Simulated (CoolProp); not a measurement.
The fluid at 295.87 K and 12.4 MPa is throttled through a valve to 6.03 MPa with no heat exchange. The same conditions are run with several fluids, on thermodynamics alone (safety and materials aside).

The numbers come from the reference Helmholtz-energy equation of state of each fluid (R404A: Lemmon 2003; R236FA: Pan 2012; R125: Lemmon 2005; propylene: Lemmon 2013; dodecamethylcyclohexasiloxane (D6): Colonna 2008) in CoolProp. Blends and air are pseudo-pure fits.

```tsv
fluid	temperature change (K)	final density (kg/m³)
R404A	+0.3	1100
R236FA	___	1390
R125	+0.1	___
propylene	___	523
dodecamethylcyclohexasiloxane (D6)	+2.9	___
```

Task: What belongs in the gaps?

Result: 
- R236FA, temperature change (K): +1.4
- R125, final density (kg/m³): 1260
- propylene, temperature change (K): +1.0
- dodecamethylcyclohexasiloxane (D6), final density (kg/m³): 982
